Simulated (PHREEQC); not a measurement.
Dissolve 0.024 mol/kgw HCl and 0.023 mol/kgw MnSO4 at 25 °C. Closed to the air; pH follows from the charge balance.

All values are PHREEQC results (ion-association model, phreeqc.dat), not measurements.

This is a speciation only: nothing precipitates in the calculation.

**Question.** Estimate the pH.

**Answer.** pH 1.85.

**Question.** In which forms is Mn present?

**Answer.** Mn+2 74 %, MnSO4 23 %, MnCl+ 2.9 % of the Mn.
